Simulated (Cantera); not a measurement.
A Cantera script and what it prints.

```python
import numpy as np
import cantera as ct

gas_names = """
    CL CL2 H HCL H2 Si SiCL SiCL2 SiCL3 SiCL4 SiH SiHCL3 SiH2 SiH2CL2 SiH3 SiH3CL SiH4 Si2 Si3
""".split()
cond_names = """
    Si(cr) Si(L)
""".split()


def load(file, names, dense=False):
    # The tables refer to 1 bar. Condensed volumes are neglected.
    table = {s.name: s for s in ct.Species.list_from_file(file)}
    out = []
    for n in names:
        d = dict(table[n].input_data)
        d["thermo"] = dict(d["thermo"], **{"reference-pressure": 1e5})
        if dense:
            d["equation-of-state"] = {"model": "constant-volume", "density": "1e6 g/cm^3"}
        out.append(ct.Species.from_dict(d))
    return out


gas = ct.Solution(thermo="ideal-gas", species=load("nasa_gas.yaml", gas_names))
cond = {s.name: ct.Solution(thermo="fixed-stoichiometry", species=[s], name=s.name)
        for s in load("nasa_condensed.yaml", cond_names, dense=True)}
atoms = {
    'SiCl4': {'Si': 1, 'CL': 4},
    'H2': {'H': 2},
    'HCl': {'H': 1, 'CL': 1},
}
top_T = {}  # K; cautious upper limits of use, not melting points


def equilibrate(T, P, feed):
    n = {}
    for name, mol in feed.items():
        for a, k in atoms[name].items():
            n[a] = n.get(a, 0.0) + k * mol
    gas.TPX = T, P, n
    mass = sum(n.values()) * gas.mean_molecular_weight
    gas.equilibrate("TP")
    valid = [c for c in cond.values() if c.min_temp <= T <= top_T.get(c.name, c.max_temp)]
    mix = ct.Mixture([(gas, mass / gas.mean_molecular_weight)] + [(c, 0.0) for c in valid])
    mix.T, mix.P = T, P
    mix.equilibrate("TP", solver="vcs", rtol=1e-11, max_steps=5000)
    return mix


results = []
feed = {'SiCl4': 1, 'H2': 1.5, 'HCl': 0.6}  # mol
T = 625  # K
P = 10000  # Pa
mix = equilibrate(T, P, feed)
results.append((T, P, feed, dict(zip(mix.species_names, mix.species_moles))))
print(gas.report(threshold=1e-06))
for i in range(1, mix.n_phases):
    print(f"{mix.phase(i).name:16s} {mix.phase_moles(i):12.5e} mol")
```

Output:

```
       temperature   625 K
          pressure   10000 Pa
           density   0.12091 kg/m^3
  mean mol. weight   62.833 kg/kmol
   phase of matter   gas

                          1 kg             1 kmol
                     ---------------   ---------------
          enthalpy       -3.4187e+06       -2.1481e+08  J
   internal energy       -3.5014e+06          -2.2e+08  J
           entropy            4326.9        2.7187e+05  J/K
    Gibbs function        -6.123e+06       -3.8473e+08  J
 heat capacity c_p            845.92             53152  J/K
 heat capacity c_v            713.59             44838  J/K

                      mass frac. Y      mole frac. X     chem. pot. / RT
                     ---------------   ---------------   ---------------
               HCL           0.11233           0.19359            -44.95
                H2          0.015524           0.48383           -19.508
             SiCL4           0.87207           0.32254           -173.28
            SiHCL3        8.3997e-05        3.8967e-05           -147.84
     [  +15 minor]        3.2567e-09        1.5855e-09

Si(cr)            0.00000e+00 mol
```

Equilibrium computed with Cantera from the NASA thermochemical tables; the gas is ideal and each condensed phase is pure.
